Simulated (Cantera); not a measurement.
What does this Cantera script print?

```python
import numpy as np
import cantera as ct

gas = ct.Solution("gri30.yaml")
gas.TPX = 1123, 500000, {'CH3OH': 0.016, 'O2': 0.02, 'N2': 1}
reactor = ct.IdealGasConstPressureReactor(gas, energy="off", clone=False)
net = ct.ReactorNet([reactor])
net.rtol, net.atol = 1e-08, 1e-18
show = ['CH3OH', 'O2', 'HCO', 'H2', 'C2H2', 'NO', 'CH3']
times = np.geomspace(0.0001, 200, 14)

steps = ct.SolutionArray(gas, extra=["t"])
rows = []
print(f"{'t/s':>10s}{'T/K':>9s}{'P/Pa':>11s}" + "".join(f"{s:>11s}" for s in show))
for t in times:
    while net.time < t:
        t_next = net.step()
        steps.append(gas.state, t=t_next)
    rows.append([np.interp(t, steps.t, y) for y in (steps.T, steps.P, *steps(*show).X.T)])
    print(f"{t:10.3e}{rows[-1][0]:9.1f}{rows[-1][1]:11.4g}" + "".join(f"{x:11.3e}" for x in rows[-1][2:]))
rate = np.gradient(steps.T, steps.t)
print("integrator steps:", len(steps.t))
if steps.T.max() > steps.T[0] + 200:
    print(f"time of steepest temperature rise: {steps.t[rate.argmax()]:.4e} s")
gas.TPX = 1123, 500000, {'CH3OH': 0.016, 'O2': 0.02, 'N2': 1}
gas.equilibrate("TP")
print(f"equilibrium (TP): T = {gas.T:.1f} K  " + "  ".join(f"{s} {gas[s].X[0]:.3e}" for s in show))
```

It prints:

```
       t/s      T/K       P/Pa      CH3OH         O2        HCO         H2       C2H2         NO        CH3
 1.000e-04   1123.0      5e+05  1.544e-02  1.930e-02  4.561e-15  2.078e-08  4.612e-18  6.461e-20  3.934e-09
 3.053e-04   1123.0      5e+05  1.544e-02  1.930e-02  1.620e-14  6.712e-08  1.411e-17  2.106e-19  4.999e-09
 9.319e-04   1123.0      5e+05  1.544e-02  1.930e-02  6.297e-14  2.222e-07  4.323e-17  6.899e-19  4.920e-09
 2.845e-03   1123.0      5e+05  1.544e-02  1.930e-02  3.579e-13  8.804e-07  1.333e-16  2.573e-18  4.557e-09
 8.685e-03   1123.0      5e+05  1.543e-02  1.930e-02  6.737e-12  7.069e-06  4.225e-16  2.094e-17  3.612e-09
 2.651e-02   1123.0      5e+05  2.368e-08  5.525e-03  1.427e-08  5.778e-03  5.196e-13  2.338e-09  5.975e-09
 8.094e-02   1123.0      5e+05  1.181e-11  6.097e-06  1.026e-09  1.830e-03  1.378e-14  1.750e-08  7.285e-11
 2.471e-01   1123.0      5e+05  3.357e-12  2.471e-07  1.442e-10  2.397e-03  5.390e-14  1.343e-08  2.450e-11
 7.543e-01   1123.0      5e+05  9.568e-13  2.633e-08  3.692e-11  2.685e-03  7.783e-14  7.921e-09  7.479e-12
 2.303e+00   1123.0      5e+05  2.894e-13  3.211e-09  1.125e-11  2.902e-03  8.575e-14  4.013e-09  2.353e-12
 7.030e+00   1123.0      5e+05  9.777e-14  3.526e-10  3.774e-12  3.096e-03  8.676e-14  1.810e-09  7.889e-13
 2.146e+01   1123.0      5e+05  3.452e-14  3.582e-11  1.148e-12  3.268e-03  8.532e-14  7.621e-10  2.385e-13
 6.551e+01   1123.0      5e+05  1.753e-14  3.637e-12  4.090e-13  3.419e-03  8.295e-14  3.151e-10  8.453e-14
 2.000e+02   1123.0      5e+05  1.484e-14  9.601e-14  2.798e-13  3.623e-03  7.823e-14  7.616e-11  5.752e-14
integrator steps: 3423
equilibrium (TP): T = 1123.0 K  CH3OH 1.158e-14  O2 2.845e-17  HCO 2.125e-13  H2 4.962e-03  C2H2 3.111e-18  NO 1.344e-12  CH3 3.029e-15
```

Model: GRI-Mech 3.0 (53 species, 325 reactions), integrated in Cantera. GRI-Mech 3.0 was tuned for natural gas; its chemistry of methanol as a main component is partial and can be far from experiment. The temperature is held fixed by assumption; the heat of reaction is taken as removed at once.
